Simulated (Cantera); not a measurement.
An adiabatic, constant-pressure homogeneous reactor starts with C₃H₈ : O₂ : N₂ = 1.5 : 2.78 : 10.4 (molar parts), at 1598 K and 1.00 atm.

Cantera simulation using GRI-Mech 3.0 (53 species, 325 reactions); the numbers are that mechanism's predictions, not measurements. GRI-Mech 3.0 was tuned for natural gas; its chemistry of propane as a main component is partial and can be far from experiment.

x: mole fraction; the columns are a selection and need not sum to one.

```
t (s)     T (K)    x C₃H₈      x O₂    x CH₂O      x H   x C₂H₄
--------  -----  --------  --------  --------  -------  -------
3.00e-6    1579    0.0974     0.188  0.000324        ?  0.00338
1.59e-5    1567    0.0687     0.173   0.00504        ?   0.0292
8.45e-5    2396  4.87e-10  0.000140   2.91e-5  0.00491  6.90e-5
0.000448   2377  6.27e-11   5.22e-7   7.07e-6  0.00484  1.71e-5
0.00238    2349    <1e-12   2.10e-7   5.99e-7        ?  6.54e-7
0.0126     2342    <1e-12   2.29e-7   2.02e-8  0.00587   <1e-12
0.0669     2343    <1e-12   2.32e-7   2.02e-8  0.00590   <1e-12
0.355      2343    <1e-12   2.33e-7   2.02e-8  0.00590   <1e-12
1.88       2343    <1e-12   2.33e-7   2.02e-8  0.00590   <1e-12
10.0       2343    <1e-12   2.33e-7   2.02e-8  0.00590   <1e-12
```

Q: Some entries are withheld; supply them.

A: 
- 3.00e-6, x H: 3.91e-5
- 1.59e-5, x H: 8.81e-5
- 0.00238, x H: 0.00525
